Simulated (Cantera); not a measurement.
An isothermal, constant-pressure homogeneous reactor starts with CH4 : N2 = 1 : 5.9 (molar parts), at 1675 K and 0.188 atm.

Cantera simulation using GRI-Mech 3.0 (53 species, 325 reactions); the numbers are that mechanism's predictions, not measurements. GRI-Mech 3.0 stops at C3 and has no aromatics, soot or wall deposition, so with more carbon than oxygen in the feed, carbon stays in small species such as C2H2 where larger ones or solid carbon would form.

Problem. Predict: x(CH4) at 20.0 s; x(C2H6) at 20.0 s; x(HCN) at 20.0 s; x(CH2) at 20.0 s; x(CH3) at 20.0 s.

Solution. 
| Quantity | Result |
|---|---|
| x(CH4) at 20.0 s | 0.000614 (gas-phase equilibrium 0.000389) |
| x(C2H6) at 20.0 s | 1.25e-8 (gas-phase equilibrium 5.02e-9) |
| x(HCN) at 20.0 s | 3.05e-6 (gas-phase equilibrium 0.0758) |
| x(CH2) at 20.0 s | 4.78e-9 (gas-phase equilibrium 3.02e-9) |
| x(CH3) at 20.0 s | 7.68e-6 (gas-phase equilibrium 4.87e-6) |
